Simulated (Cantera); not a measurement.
A closed system holds: 1 mol KCl, 1.1 mol HCl, 0.1 mol H2, equilibrated at 0.263 Torr.

Method: chemical equilibrium by Gibbs-energy minimisation in Cantera with the NASA 1993 tables (ideal gas, pure condensed phases). Candidate condensed phases: K, KCl; 10 gas species. The numbers say what is thermodynamically allowed, not how fast it happens.

Task: At 1075 K, list the 4 most abundant gas species with their mole fractions, and the condensed phases.

Result: HCl 0.518, KCl 0.397, H2 0.0471, K2Cl2 0.0369. Condensed: gas only.
